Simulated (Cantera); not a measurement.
**Gas-phase reforming**

An isothermal, constant-pressure homogeneous reactor starts with 37.3 % CH4, 48.5 % CO2, 14.2 % H2, at 1948 K and 71000 Pa.

Computed with Cantera and GRI-Mech 3.0 (53 species, 325 reactions).

```tsv
t (s)	x CH4	x CO2	x H2	x H2O	x C2H2
1.00e-6	0.373	0.485	0.142	4.41e-6	2.79e-11
4.92e-6	0.372	0.485	0.142	4.48e-5	4.54e-8
2.42e-5	0.363	0.482	0.146	0.000737	5.16e-5
0.000119	0.281	0.447	0.206	0.0114	0.0143
0.000585	0.116	0.309	0.313	0.0773	0.0839
0.00288	0.0218	0.103	0.265	0.222	0.110
0.0141	0.0107	0.0475	0.322	0.176	0.0689
0.0695	0.00519	0.0233	0.410	0.0935	0.0218
0.342	0.000920	0.0131	0.452	0.0547	0.00126
1.68	3.12e-8	0.0124	0.456	0.0517	1.43e-10
8.27	2.67e-8	0.0124	0.456	0.0517	3.93e-11
40.7	2.67e-8	0.0124	0.456	0.0517	3.93e-11
200	2.67e-8	0.0124	0.456	0.0517	3.93e-11
```
x: mole fraction; the columns are a selection and need not sum to one.

Equilibrium at this temperature and pressure: CH4 3.09e-8, CO2 0.0124, H2 0.456, H2O 0.0517, C2H2 4.54e-11 (gas phase only).
